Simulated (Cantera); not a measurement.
**Stirred combustor or abatement burner**

A perfectly stirred reactor is fed with CH₄ : O₂ : N₂ : CO₂ = 1 : 2.11 : 7.92 : 1.1 (molar parts), equivalence ratio 0.95, at 100000 Pa; it is adiabatic with a 575 K inlet, and is followed from long to short residence time, starting on the burning branch (τ in s: 0.079, 0.034, 0.014, 0.0062, 0.0026, 0.0011, 0.00048, 0.0002, 8.7e-05).

Cantera simulation using GRI-Mech 3.0 (53 species, 325 reactions); the numbers are that mechanism's predictions, not measurements.

```csv
τ (s),T (K),x CH₄,x O₂,x CO₂,x H₂,x H₂O₂,x C₂H₄
0.079,2139,5.17e-6,0.0136,0.162,0.00186,6.53e-8,4.99e-10
0.034,2119,9.94e-6,0.0149,0.160,0.00233,7.68e-8,1.55e-9
0.014,2085,1.90e-5,0.0169,0.156,0.00310,9.83e-8,4.30e-9
0.0062,2045,3.42e-5,0.0191,0.151,0.00405,1.30e-7,1.01e-8
0.0026,1991,6.54e-5,0.0220,0.146,0.00530,1.79e-7,2.51e-8
0.0011,1931,0.000130,0.0252,0.140,0.00672,2.49e-7,6.68e-8
0.00048,1867,0.000269,0.0287,0.134,0.00820,3.43e-7,2.02e-7
0.00020,1794,0.000657,0.0335,0.127,0.00986,4.73e-7,8.97e-7
8.7e-5,575,0.0824,0.174,0.0907,<1e-12,<1e-12,<1e-12
```
x: mole fraction; the columns are a selection and need not sum to one.
